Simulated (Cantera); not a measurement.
A closed system holds: 1 mol C2H2, 0.89 mol H2O, 6.4 mol H2, equilibrated at 10.0 Torr.

These are equilibrium values from Cantera (NASA tables, ideal gas, pure condensed phases), not measurements of a reactor. Candidate condensed phases: C, C6H6, C7H8, C8H18, H2O; 110 gas species. Kinetics and transport are ignored.

Task: Which condensed phases are stable at each of these points (T (°C)): 975, 1125, 1275, 1425, 1575, 1725, 1875, 2025, 2175, 2325, 2475, 2625, 2775?

Result: 
| T (°C) | condensed phases | C condensed (%) |
|---|---|---|
| 975 | C(graphite) | 55.5 |
| 1125 | C(graphite) | 55.5 |
| 1275 | C(graphite) | 55.5 |
| 1425 | C(graphite) | 55.4 |
| 1575 | C(graphite) | 55.3 |
| 1725 | C(graphite) | 54.9 |
| 1875 | C(graphite) | 53.9 |
| 2025 | C(graphite) | 52.1 |
| 2175 | C(graphite) | 48.9 |
| 2325 | C(graphite) | 43.7 |
| 2475 | C(graphite) | 35.1 |
| 2625 | C(graphite) | 12.6 |
| 2775 | gas only | 0.0 |

From 975 °C to 2625 °C the condensed part is C(graphite). At 2775 °C nothing is condensed.
